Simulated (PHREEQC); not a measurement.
1 kg of water holding 0.013 mol/kgw KCl, 0.067 mol/kgw MgBr2, 0.0006 mol/kgw CaSO4 and 0.12 mol/kgw NaCl is evaporated at 30 °C; the solids stay in contact with the brine. No CO2 enters from the air. Only these solids could form: Arcanite, Bischofite, Bloedite, Brucite, Carnallite, Epsomite, Glaserite, Glauberite, Gypsum, Anhydrite, Halite, Hexahydrite, Kainite, Kieserite, Leonite, Mirabilite, Misenite, Polyhalite, Portlandite, Schoenite, Sylvite, Syngenite, Thenardite, MgCl2_4H2O.

Model: Pitzer model, pitzer.dat, run in PHREEQC.

| water left (kg) | ionic strength | water activity | Br in solution (mol/kgw) | Cl in solution (mol/kgw) | K in solution (mol/kgw) |
|---|---|---|---|---|---|
| 1 | 0.336 | 0.992 | 0.134 | 0.133 | 0.0130 |
| 0.8219 | 0.409 | 0.991 | 0.163 | 0.162 | 0.0158 |
| 0.6755 | 0.498 | 0.989 | 0.198 | 0.197 | 0.0192 |
| 0.5552 | 0.606 | 0.986 | 0.241 | 0.240 | 0.0234 |
| 0.375 | 0.897 | 0.979 | 0.357 | 0.355 | 0.0347 |
| 0.3082 | 1.09 | 0.974 | 0.435 | 0.431 | 0.0422 |
| 0.2533 | 1.33 | [?] | 0.529 | 0.525 | 0.0513 |
| 0.2082 | 1.62 | 0.961 | 0.644 | 0.639 | 0.0624 |
| 0.1711 | 1.97 | 0.951 | 0.783 | 0.777 | 0.0760 |
| 0.1407 | 2.39 | [?] | 0.953 | 0.946 | 0.0924 |
| 0.1156 | 2.91 | [?] | 1.16 | 1.15 | 0.112 |
| 0.09502 | 3.54 | 0.900 | 1.41 | 1.40 | 0.137 |
| 0.06418 | 5.24 | 0.834 | 2.09 | 2.07 | 0.203 |
| 0.05275 | 6.38 | 0.785 | 2.54 | 2.52 | 0.246 |
| 0.04335 | 7.76 | 0.719 | 3.09 | 3.07 | 0.300 |
| 0.03564 | 9.44 | 0.636 | 3.76 | 3.73 | 0.365 |

**Question.** Some entries are withheld; supply them.

**Answer.** 
- 0.2533, water activity: 0.968
- 0.1407, water activity: 0.938
- 0.1156, water activity: 0.922
